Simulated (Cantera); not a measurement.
Cantera run:

```python
import numpy as np
import cantera as ct

gas_names = """
    CL CL2 N N2 Si SiCL SiCL2 SiCL3 SiCL4 SiN Si2 Si2N Si3
""".split()
cond_names = """
    Si(cr) Si(L) Si3N4(a)
""".split()


# ... load() reads the species with a 1 bar reference pressure and builds the phases ...
atoms = {
    'Si': {'Si': 1},
    'Cl2': {'CL': 2},
    'N2': {'N': 2},
}
top_T = {'Si3N4(a)': 2400}  # K; cautious upper limits of use, not melting points


# ... equilibrate(T, P, feed) seeds the gas with the atoms and calls Mixture.equilibrate('TP', solver="vcs", rtol=1e-11, max_steps=5000) ...
results = []
feed = {'Si': 1, 'Cl2': 2.6, 'N2': 0.74}  # mol
T = 1250  # K
P = 133.322  # Pa
mix = equilibrate(T, P, feed)
results.append((T, P, feed, dict(zip(mix.species_names, mix.species_moles))))
print(gas.report(threshold=0.001))
for i in range(1, mix.n_phases):
    print(f"{mix.phase(i).name:16s} {mix.phase_moles(i):12.5e} mol")
```

Output:

```
       temperature   1250 K
          pressure   133.32 Pa
           density   0.0012176 kg/m^3
  mean mol. weight   94.915 kg/kmol
   phase of matter   gas

                          1 kg             1 kmol
                     ---------------   ---------------
          enthalpy       -2.1126e+06       -2.0052e+08  J
   internal energy       -2.2221e+06       -2.1091e+08  J
           entropy            4248.8        4.0327e+05  J/K
    Gibbs function       -7.4236e+06       -7.0461e+08  J
 heat capacity c_p            664.35             63056  J/K
 heat capacity c_v            576.75             54742  J/K

                      mass frac. Y      mole frac. X     chem. pot. / RT
                     ---------------   ---------------   ---------------
                CL          0.035415          0.094822           -18.988
               CL2           0.14704           0.19685           -37.975
                N2          0.088912           0.30124            -33.29
             SiCL4           0.72862           0.40708           -119.12
     [   +9 minor]        1.5112e-05         1.067e-05

Si(cr)            0.00000e+00 mol
Si3N4(a)          0.00000e+00 mol
```

Cantera equilibrium calculation (NASA polynomials, part measured and part estimated; ideal gas, pure solids and liquids). The tables' values for SiCl3 are old estimates; treat these amounts as uncertain.
